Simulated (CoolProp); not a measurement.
Values from CoolProp's reference Helmholtz-energy equation of state, de Vries 1995.

Task: Give the vapour pressure (bar), liquid density (kg/m³), enthalpy of vaporisation (kJ/kg), vapour Z of saturated R124 at 263.3 K.

Result: 
```
T (K)  p (bar)  liquid density (kg/m³)  enthalpy of vaporisation (kJ/kg)  vapour Z
-----  -------  ----------------------  --------------------------------  --------
263.3     1.11                    1470                               165     0.954
```
